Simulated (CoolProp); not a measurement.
Computed with CoolProp (reference Helmholtz-energy equation of state, Lemmon 2006). It is a short technical equation, of lower accuracy than the large ones.

Problem. For carbon monoxide, give the phase and the cv (kJ/(kg K)), Joule-Thomson coefficient (K/MPa) at 168.1 K and 0.458 MPa; 179.7 K and 0.458 MPa.

Solution. 
- 168.1 K and 0.458 MPa: gas; cv 0.748, Joule-Thomson coefficient 7.10
- 179.7 K and 0.458 MPa: gas; cv 0.747, Joule-Thomson coefficient 6.33
